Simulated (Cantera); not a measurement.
An isothermal, constant-pressure homogeneous reactor starts with H₂ : O₂ : N₂ = 1.2 : 1 : 8.2 (molar parts), at 873 K and 180 Torr. Integrator tolerance rtol = 1e-08.

Model: the H2/O2 subset of GRI-Mech 3.0, which has no nitrogen chemistry, integrated in Cantera. Below about 950 K walls govern HO2 and H2O2 in real vessels. The temperature is held fixed by assumption; the heat of reaction is taken as removed at once.

What does this change do: temperature 873 to 1123 K?


```csv
quantity,before,after
x(H₂) at 5.00 s,0.00462 (gas-phase equilibrium 1.43e-12),6.33e-9 (gas-phase equilibrium 2.86e-9)
x(O₂) at 5.00 s,0.0430 (gas-phase equilibrium 0.0408),0.0408 (gas-phase equilibrium 0.0408)
x(H₂O) at 5.00 s,0.117 (gas-phase equilibrium 0.122),0.122 (gas-phase equilibrium 0.122)
x(H) at 5.00 s,9.66e-8 (gas-phase equilibrium <1e-12),1.61e-11 (gas-phase equilibrium 4.68e-12)
x(OH) at 5.00 s,7.41e-8 (gas-phase equilibrium 7.06e-9),1.63e-6 (gas-phase equilibrium 1.03e-6)
x(O) at 5.00 s,9.23e-8 (gas-phase equilibrium <1e-12),4.58e-9 (gas-phase equilibrium 1.83e-9)
x(H₂O₂) at 5.00 s,5.88e-5 (gas-phase equilibrium 5.32e-12),3.40e-10 (gas-phase equilibrium 1.39e-10)
```
